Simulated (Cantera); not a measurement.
Feed: 1 mol CuO, 0.6 mol CH₄, 0.28 mol N₂, equilibrated at 975 K and 0.00770 bar.

Cantera equilibrium calculation (NASA polynomials, part measured and part estimated; ideal gas, pure solids and liquids). Candidate condensed phases: C, C₆H₆, C₇H₈, C₈H₁₈, Cu, CuO, Cu(OH)₂, Cu₂O, H₂O; 139 gas species. Rates play no part.

### Question
What is the equilibrium state?

### Answer
```json
{
 "x(H₂)": "0.465",
 "x(CO)": "0.208",
 "x(N₂)": "0.135",
 "x(H₂O)": "0.112",
 "x(CO₂)": "0.0802",
 "n(Cu(s))": "1.00 mol",
 "gas_amount": "2.080 mol",
 "log10 activity of C(graphite) (absent)": "-2.40",
 "log10 activity of Cu(OH)₂(s) (absent)": "-13.52"
}
```
